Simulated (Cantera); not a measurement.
N2O furnace oxynitridation

A perfectly stirred reactor is fed with 100 % N2O, at 0.630 bar; it is held at 1300 K, and followed from long to short residence time.

Cantera simulation using GRI-Mech 3.0 (53 species, 325 reactions); the numbers are that mechanism's predictions, not measurements. GRI-Mech 3.0 was tuned for natural gas; its chemistry of N2O as a main component is partial and can be far from experiment. The mechanism lacks the step 2 NO + O2 → 2 NO2, which can matter for NO2 below about 1400 K. The temperature is held fixed by assumption; the heat of reaction is taken as removed at once.

```
τ (s)    x N2O      x O2      x N2      x O      x NO     x NO2
-------  -----  --------  --------  -------  --------  --------
3.1      0.117     0.265     0.559  3.73e-6    0.0584  0.000352
0.68     0.341     0.191     0.411  5.58e-6    0.0558  0.000328
0.15     0.682    0.0907     0.197  6.79e-6    0.0300  0.000169
0.033    0.905    0.0271    0.0590  7.24e-6   0.00932   4.66e-5
0.0072   0.977   0.00643    0.0140  7.34e-6   0.00223   7.42e-6
0.0016   0.995   0.00145   0.00317  7.34e-6  0.000506   6.72e-7
0.00035  0.999  0.000314  0.000691  7.23e-6  0.000110   3.82e-8
```
x: mole fraction; the columns are a selection and need not sum to one.
